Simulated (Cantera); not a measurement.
A freely propagating, adiabatic, planar premixed flame of CH4 : O2 : N2 = 0.8 : 1.82 : 5.09 (molar parts), unburnt at 675 K and 0.610 bar; mixture-averaged transport, grid criteria slope 0.08 and curve 0.16, no radiation.

Computed with Cantera and GRI-Mech 3.0 (53 species, 325 reactions). Burning velocities carry a grid error of a few per cent, more on coarse grids.

x: mole fraction of selected species; z is measured from the peak of heat release.

```csv
z (mm),T (K),u (m/s),x CH4,x O2,x C2H6,x H2O2,x HO2,x H2O
-1.14,675,2.47,0.104,0.236,1.26e-8,<1e-8,…,1.13e-5
-0.758,676,2.47,0.103,0.235,4.16e-7,5.96e-8,…,0.000153
-0.568,679,2.49,0.103,0.235,3.75e-6,3.57e-7,…,0.000771
-0.379,715,2.64,0.0998,0.231,6.48e-5,2.33e-6,…,0.00576
-0.189,1041,3.91,0.0758,0.203,0.000910,7.53e-6,…,0.0437
-0.0947,1450,5.52,0.0434,0.160,0.000875,6.68e-6,…,0.0899
0,1852,7.13,0.0122,0.107,9.35e-5,1.99e-6,…,0.137
0.0947,2034,7.87,0.00140,0.0726,8.92e-7,5.14e-7,…,0.161
0.189,2079,8.03,8.67e-5,0.0582,<1e-8,2.38e-7,…,0.167
0.379,2117,8.13,3.19e-7,0.0501,<1e-8,2.07e-7,…,0.168
0.758,2169,8.28,<1e-8,0.0465,<1e-8,1.82e-7,…,0.168
1.52,2239,8.51,<1e-8,0.0442,<1e-8,1.57e-7,…,0.172
3.03,2326,8.78,<1e-8,0.0417,<1e-8,1.41e-7,…,0.178
```

**Question.** Some entries are withheld; supply them.

**Answer.** 
- -1.14, x HO2: 1.72e-7
- -0.758, x HO2: 3.11e-6
- -0.568, x HO2: 1.66e-5
- -0.379, x HO2: 7.89e-5
- -0.189, x HO2: 0.000143
- -0.0947, x HO2: 0.000261
- 0, x HO2: 0.000200
- 0.0947, x HO2: 4.05e-5
- 0.189, x HO2: 9.63e-6
- 0.379, x HO2: 6.51e-6
- 0.758, x HO2: 5.62e-6
- 1.52, x HO2: 4.74e-6
- 3.03, x HO2: 4.09e-6
